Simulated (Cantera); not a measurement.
**CH3SiCl3 + C2H4 + H2 (silicon carbide growth)**

Feed: 1 mol CH3SiCl3, 0.56 mol C2H4, 1100 mol H2, held at 2173 K and 2.00 mbar.

Equilibrium computed with Cantera from the NASA thermochemical tables; the gas is ideal and each condensed phase is pure. Candidate condensed phases: C, C6H6, C7H8, C8H18, Si, SiC; 109 gas species. The feed counts by its element totals alone. Rates play no part.

* **x(H2)**: 0.894
* **x(H)**: 0.102
* **x(HCl)**: 0.00238
* **x(C2H2 (acetylene))**: 0.000873
* **x(Si)**: 0.000806
* **x(Cl)**: 0.000198
* **x(SiC2)**: 3.09e-5
* **x(SiH)**: 1.59e-5
* **x(C2H)**: 3.20e-6
* **gas amount**: 1165 mol
* **log10 activity of C(graphite) (absent)**: -0.18
* **log10 activity of Si(l) (absent)**: -2.24
